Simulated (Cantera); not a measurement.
Input: 1 mol SiF4, 0.2 mol H2O, 2.8 mol N2, at 7.50 Torr.

These are equilibrium values from Cantera (NASA tables, ideal gas, pure condensed phases), not measurements of a reactor. Candidate condensed phases: H2O, Si, SiO2, Si2N2O, Si3N4; 58 gas species. The tables hold silica as quartz up to 1696 K and as liquid above; real silica turns to tridymite and cristobalite and melts near 1996 K. Kinetics and transport are ignored.

**Question.** Which condensed phases are stable at each of these points (T (K)): 798, 898, 998, 1098, 1198, 1298, 1398, 1498, 1598?

**Answer.** 
```
T (K)  condensed phases  Si condensed (%)
-----  ----------------  ----------------
798      SiO2(α-quartz)               7.5
898      SiO2(β-quartz)               8.6
998      SiO2(β-quartz)               9.2
1098     SiO2(β-quartz)               9.5
1198     SiO2(β-quartz)               9.7
1298     SiO2(β-quartz)               9.8
1398     SiO2(β-quartz)               9.9
1498     SiO2(β-quartz)               9.9
1598     SiO2(β-quartz)               9.9
```

At 798 K the condensed part is SiO2(α-quartz). From 898 K to 1598 K the condensed part is SiO2(β-quartz).
